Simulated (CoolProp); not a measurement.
Hexamethyldisiloxane (MM) along the isotherm 620 K: Z from the reference equation and from simpler models built on Tc = 518.7 K, pc = 19.31 bar, ω = 0.418; each cubic takes its own stable root.

Values from CoolProp's reference Helmholtz-energy equation of state, Thol 2016.

```csv
p (bar),phase,reference
1.07,gas,0.9897
2.15,gas,0.9792
3.22,gas,0.9687
4.29,gas,0.9582
5.36,gas,0.9476
6.44,gas,0.9370
7.51,gas,0.9263
8.58,gas,0.9157
9.66,gas,0.9050
```

Problem. How far does each simpler model (van der Waals, Redlich-Kwong) lie from the reference over these 9 states: mean and median of the absolute difference, and the worst?

Solution. 
- van der Waals: mean 0.3 %, median 0.3 %, worst -0.9 % at 620 K and 9.66 bar
- Redlich-Kwong: mean 0.5 %, median 0.5 %, worst -1.1 % at 620 K and 9.66 bar
